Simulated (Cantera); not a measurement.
What does this Cantera script print?

```python
import numpy as np
import cantera as ct

gas_names = """
    C CH CH2 CH3 CH2OH CH3O CH4 CH3OH CO CO2 COOH C2 C2H CHCO,ketyl C2H2,acetylene C2H2,vinylidene
    CH2CO,ketene C2H3,vinyl CH3CO,acetyl C2H4 C2H4O,ethylen CH3CHO,ethanal CH3COOH (HCOOH)2 C2H5 C2H6
    CH3OCH3 C2H5OH C2O C3 C3H3,propargyl C3H4,allene C3H4,propyne C3H4,cyclo- C3H5,allyl C3H6,propylene
    C3H6,cyclo- C3H6O C3H7,n-propyl C3H7,i-propyl C3H8 C3H8O,1propanol C3H8O,2propanol C3O2 C4 C4H2
    C4H4,1,3-cyclo- C4H6,butadiene C4H6,2-butyne C4H6,cyclo- C4H8,1-butene C4H8,cis2-buten
    C4H8,tr2-butene C4H8,isobutene C4H8,cyclo- (CH3COOH)2 C4H9,n-butyl C4H9,i-butyl C4H9,s-butyl
    C4H9,t-butyl C4H10,isobutane C4H10,n-butane C5 C5H6,1,3cyclo- C5H8,cyclo- C5H10,1-pentene
    C5H10,cyclo- C5H11,pentyl C5H11,t-pentyl C5H12,n-pentane C5H12,i-pentane CH3C(CH3)2CH3 C6H2
    C6H5,phenyl C6H5O,phenoxy C6H6 C6H5OH,phenol C6H10,cyclo- C6H12,1-hexene C6H12,cyclo- C6H13,n-hexyl
    C7H7,benzyl C7H8 C7H8O,cresol C7H14,1-heptene C7H15,n-heptyl C7H16,n-heptane C8H8,styrene
    C8H10,ethylbenz C8H16,1-octene C8H17,n-octyl C8H18,isooctane C8H18,n-octane C9H19,n-nonyl
    C10H8,naphthale C10H21,n-decyl C12H9,o-bipheny C12H10,bipheny H HCO HO2 H2 HCHO,formaldehy HCOOH H2O
    H2O2 O OH O2 O3 Ti TiO TiO2
""".split()
cond_names = """
    C(gr) C6H6(L) C7H8(L) C8H18(L),n-octa H2O(s) H2O(L) Ti(a) Ti(b) Ti(L) TiC(s) TiC(L) TiO(a) TiO(b)
    TiO(L) TiO2(ru) TiO2(L) Ti2O3(a) Ti2O3(b) Ti2O3(L) Ti3O5(a) Ti3O5(b) Ti3O5(L) Ti4O7(s) Ti4O7(L)
""".split()


def load(file, names, dense=False):
    # The tables refer to 1 bar. Condensed volumes are neglected.
    table = {s.name: s for s in ct.Species.list_from_file(file)}
    out = []
    for n in names:
        d = dict(table[n].input_data)
        d["thermo"] = dict(d["thermo"], **{"reference-pressure": 1e5})
        if dense:
            d["equation-of-state"] = {"model": "constant-volume", "density": "1e6 g/cm^3"}
        out.append(ct.Species.from_dict(d))
    return out


gas = ct.Solution(thermo="ideal-gas", species=load("nasa_gas.yaml", gas_names))
cond = {s.name: ct.Solution(thermo="fixed-stoichiometry", species=[s], name=s.name)
        for s in load("nasa_condensed.yaml", cond_names, dense=True)}
atoms = {
    'Ti(OiPr)4': {'Ti': 1, 'C': 12, 'H': 28, 'O': 4},
    'C3H8': {'C': 3, 'H': 8},
    'H2': {'H': 2},
}
top_T = {'C(gr)': 4500}  # K; cautious upper limits of use, not melting points


def equilibrate(T, P, feed):
    n = {}
    for name, mol in feed.items():
        for a, k in atoms[name].items():
            n[a] = n.get(a, 0.0) + k * mol
    gas.TPX = T, P, n
    mass = sum(n.values()) * gas.mean_molecular_weight
    gas.equilibrate("TP")
    valid = [c for c in cond.values() if c.min_temp <= T <= top_T.get(c.name, c.max_temp)]
    mix = ct.Mixture([(gas, mass / gas.mean_molecular_weight)] + [(c, 0.0) for c in valid])
    mix.T, mix.P = T, P
    mix.equilibrate("TP", solver="vcs", rtol=1e-11, max_steps=5000)
    return mix


results = []
feed = {'Ti(OiPr)4': 1, 'C3H8': 1.3, 'H2': 44}  # mol
T = 1523  # K
P = 1000  # Pa
mix = equilibrate(T, P, feed)
results.append((T, P, feed, dict(zip(mix.species_names, mix.species_moles))))
print(gas.report(threshold=0.0001))
for i in range(1, mix.n_phases):
    print(f"{mix.phase(i).name:16s} {mix.phase_moles(i):12.5e} mol")
```

It prints:

```
       temperature   1523 K
          pressure   1000 Pa
           density   0.00028141 kg/m^3
  mean mol. weight   3.5634 kg/kmol
   phase of matter   gas

                          1 kg             1 kmol
                     ---------------   ---------------
          enthalpy        8.6152e+06          3.07e+07  J
   internal energy        5.0616e+06        1.8037e+07  J
           entropy             62779        2.2371e+05  J/K
    Gibbs function       -8.6997e+07       -3.1001e+08  J
 heat capacity c_p            9152.3             32614  J/K
 heat capacity c_v              6819             24299  J/K

                      mass frac. Y      mole frac. X     chem. pot. / RT
                     ---------------   ---------------   ---------------
                CO           0.46783          0.059518           -42.967
                 H        6.3393e-05         0.0002241           -11.657
                H2           0.53193           0.94023           -23.314
     [ +110 minor]         0.0001778        3.2425e-05

C(gr)             1.08972e+01 mol
Ti(b)             0.00000e+00 mol
TiC(s)            1.00000e+00 mol
TiO(b)            0.00000e+00 mol
TiO2(ru)          0.00000e+00 mol
Ti2O3(b)          0.00000e+00 mol
Ti3O5(b)          0.00000e+00 mol
Ti4O7(s)          0.00000e+00 mol
```

These are equilibrium values from Cantera (NASA tables, ideal gas, pure condensed phases), not measurements of a reactor. The feed counts by its element totals alone. TiC: taken at fixed stoichiometry.
